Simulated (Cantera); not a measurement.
Input (Python, Cantera) and output of one run.

```python
import numpy as np
import cantera as ct

gas_names = """
    F F2 H HF H2 H2F2 H3F3 H4F4 H5F5 H6F6 H7F7 Si SiF SiF2 SiF3 SiF4 SiH SiHF3 SiH2 SiH2F2 SiH3 SiH3F
    SiH4 Si2 Si3
""".split()
cond_names = """
    Si(cr) Si(L)
""".split()


def load(file, names, dense=False):
    # The tables refer to 1 bar. Condensed volumes are neglected.
    table = {s.name: s for s in ct.Species.list_from_file(file)}
    out = []
    for n in names:
        d = dict(table[n].input_data)
        d["thermo"] = dict(d["thermo"], **{"reference-pressure": 1e5})
        if dense:
            d["equation-of-state"] = {"model": "constant-volume", "density": "1e6 g/cm^3"}
        out.append(ct.Species.from_dict(d))
    return out


gas = ct.Solution(thermo="ideal-gas", species=load("nasa_gas.yaml", gas_names))
cond = {s.name: ct.Solution(thermo="fixed-stoichiometry", species=[s], name=s.name)
        for s in load("nasa_condensed.yaml", cond_names, dense=True)}
atoms = {
    'Si': {'Si': 1},
    'F2': {'F': 2},
    'H2': {'H': 2},
}
top_T = {}  # K; cautious upper limits of use, not melting points


def equilibrate(T, P, feed):
    n = {}
    for name, mol in feed.items():
        for a, k in atoms[name].items():
            n[a] = n.get(a, 0.0) + k * mol
    gas.TPX = T, P, n
    mass = sum(n.values()) * gas.mean_molecular_weight
    gas.equilibrate("TP")
    valid = [c for c in cond.values() if c.min_temp <= T <= top_T.get(c.name, c.max_temp)]
    mix = ct.Mixture([(gas, mass / gas.mean_molecular_weight)] + [(c, 0.0) for c in valid])
    mix.T, mix.P = T, P
    mix.equilibrate("TP", solver="vcs", rtol=1e-11, max_steps=5000)
    return mix


results = []
T = 675  # K
P = 2600  # Pa
for m in [5.3, 6.8, 8.7, 11, 14, 18, 23, 29, 37, 48, 61, 78]:
    feed = {'Si': 1, 'F2': 2.6, 'H2': m}  # mol
    mix = equilibrate(T, P, feed)
    results.append((T, P, feed, dict(zip(mix.species_names, mix.species_moles))))

top = {s: max(r[3][s] / sum(r[3][g] for g in gas_names) for r in results) for s in gas_names}
cols = sorted((s for s in top if top[s] > 0.0001), key=lambda s: -top[s])[:6]
seen = [c for c in cond_names if any(r[3].get(c, 0) > 1e-12 for r in results)]
print("log10 of partial pressures in bar; condensed amounts in mol")
print(f"{'n(H2)':>10s}" + "".join(f"{s[:9]:>10s}" for s in cols + seen))
for T, P, feed, n in results:
    ng = sum(n[g] for g in gas_names)
    print(f"{feed['H2']:10.4g}" + "".join(f"{np.log10(max(n[s] / ng * P / 1e5, 1e-99)):10.3f}" for s in cols)
          + "".join(f"{n.get(c, 0):10.4g}" for c in seen))
```

Result:

```
log10 of partial pressures in bar; condensed amounts in mol
     n(H2)        H2        HF      SiF4
       5.3    -1.752    -2.345    -2.424
       6.8    -1.717    -2.430    -2.509
       8.7    -1.689    -2.519    -2.598
        11    -1.668    -2.606    -2.685
        14    -1.651    -2.699    -2.778
        18    -1.637    -2.798    -2.877
        23    -1.626    -2.897    -2.976
        29    -1.617    -2.992    -3.071
        37    -1.611    -3.092    -3.172
        48    -1.605    -3.201    -3.281
        61    -1.601    -3.302    -3.382
        78    -1.597    -3.407    -3.486
```

Cantera equilibrium calculation (NASA polynomials, part measured and part estimated; ideal gas, pure solids and liquids).
